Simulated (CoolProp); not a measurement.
A Linde-Hampson liquefier for nitrogen: isothermal reversible compression at 230 K from 1 atm to 30 MPa, throttling to 1 atm, return gas leaving the recuperator 0 K below the feed. Each further row changes one setting.

The numbers come from the reference Helmholtz-energy equation of state, Span 2000 in CoolProp.

```csv
case,liquid yield per pass,compression work (kJ/kg of gas)
as stated,___,380
high pressure 60 MPa,0.171,441
warm-end temperature 260 K,___,437
warm-end gap 5 K,___,380
```

Task: Some entries are withheld; supply them.

Result: 
- as stated, liquid yield per pass: 0.186
- warm-end temperature 260 K, liquid yield per pass: 0.135
- warm-end gap 5 K, liquid yield per pass: 0.174
